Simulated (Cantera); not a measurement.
Low-pressure radical oxidation in H2/O2

A perfectly stirred reactor is fed with 1.77 % H2, 98.2 % O2, equivalence ratio 0.0090, at 0.0263 atm; it is held at 1125 K, and followed from long to short residence time.

Detailed kinetics in Cantera: the H2/O2 subset of GRI-Mech 3.0, which has no nitrogen chemistry. Radical loss at walls, strong at low pressure, is not modelled.

| τ (s) | x H2 | x O2 | x H2O | x OH | x H | x O |
|---|---|---|---|---|---|---|
| 0.52 | 0.000117 | 0.981 | 0.0175 | 0.000352 | 4.50e-5 | 0.00124 |
| 0.21 | 0.000194 | 0.980 | 0.0173 | 0.000481 | 0.000104 | 0.00209 |
| 0.085 | 0.000324 | 0.978 | 0.0170 | 0.000657 | 0.000229 | 0.00336 |
| 0.035 | 0.000548 | 0.977 | 0.0166 | 0.000887 | 0.000463 | 0.00498 |
| 0.014 | 0.000977 | 0.974 | 0.0158 | 0.00119 | 0.000854 | 0.00676 |
| 0.0057 | 0.00179 | 0.973 | 0.0145 | 0.00156 | 0.00135 | 0.00798 |
| 0.0023 | 0.00343 | 0.972 | 0.0124 | 0.00194 | 0.00175 | 0.00803 |
| 0.00094 | 0.00656 | 0.974 | 0.00922 | 0.00212 | 0.00170 | 0.00650 |
| 0.00038 | 0.0123 | 0.978 | 0.00424 | 0.00150 | 0.000852 | 0.00320 |
x: mole fraction; the columns are a selection and need not sum to one.
